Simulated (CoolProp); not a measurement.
Properties of R1224YDZ at several states.

Model: reference Helmholtz-energy equation of state, Akasaka 2023, in CoolProp.

| T (K) | p (bar) | phase | density (kg/m³) | Joule-Thomson coefficient (K/MPa) | isothermal compressibility (1/MPa) |
|---|---|---|---|---|---|
| 403.3 | 29.4 | liquid | 986.2 | 1.012 | 0.02785 |
| 241.3 | 12.3 | liquid | 1508 | -0.3857 | 0.001317 |
| 441.5 | 97.8 | supercritical | 950.2 | 0.6818 | 0.02034 |
| 238.5 | 2.53 | liquid | 1513 | -0.3878 | 0.001296 |
